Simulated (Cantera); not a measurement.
Charge: 1 mol MgO, 7.7 mol C, 4.2 mol H2, 0.9 mol CH4, equilibrated at 0.100 bar.

Cantera equilibrium calculation (NASA polynomials, part measured and part estimated; ideal gas, pure solids and liquids). Candidate condensed phases: C, C6H6, C7H8, C8H18, H2O, Mg, MgCO3, MgO, Mg(OH)2; 116 gas species. Kinetics and transport are ignored. All values below are at 1225 K.

Base state: H2 0.999, CH4 0.00131, CO 2.83e-5, Mg 2.83e-5 (mole fractions); condensed: C(graphite) + MgO(s).

Q: What changes in the equilibrium state with this change: 0.016 mol H2O added?

A: 
| species | before | after |
|---|---|---|
| H2 | 0.999 | 0.996 |
| CO | 2.83e-5 | 0.00265 |
| CH4 | 0.00131 | 0.00130 |
| Mg | 2.83e-5 | 3.01e-7 |
| C(graphite), mol | 8.59 | 8.58 |
| MgO(s), mol | 1.000 | 1.000 |
